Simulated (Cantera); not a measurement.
An isothermal, constant-pressure homogeneous reactor starts with C2H6 : N2 = 1 : 43 (molar parts), at 1648 K and 0.0138 atm.

Model: GRI-Mech 3.0 (53 species, 325 reactions), integrated in Cantera. GRI-Mech 3.0 stops at C3 and has no aromatics, soot or wall deposition, so with more carbon than oxygen in the feed, carbon stays in small species such as C2H2 where larger ones or solid carbon would form. Radical loss at walls, strong at low pressure, is not modelled.

Problem. Predict: x(C2H6) at 1.00 s; x(C2H2) at 1.00 s; x(CH4) at 1.00 s; x(CH3) at 1.00 s; x(H2) at 1.00 s; x(HCN) at 1.00 s; x(C2H) at 1.00 s.

Solution. 
- x(C2H6) at 1.00 s = 1.23e-7 (gas-phase equilibrium <1e-12)
- x(C2H2) at 1.00 s = 0.0208 (gas-phase equilibrium 0.00429)
- x(CH4) at 1.00 s = 0.00174 (gas-phase equilibrium 1.65e-6)
- x(CH3) at 1.00 s = 7.94e-5 (gas-phase equilibrium 1.22e-7)
- x(H2) at 1.00 s = 0.0408 (gas-phase equilibrium 0.0434)
- x(HCN) at 1.00 s = 1.99e-5 (gas-phase equilibrium 0.0349)
- x(C2H) at 1.00 s = 2.05e-7 (gas-phase equilibrium 6.74e-8)
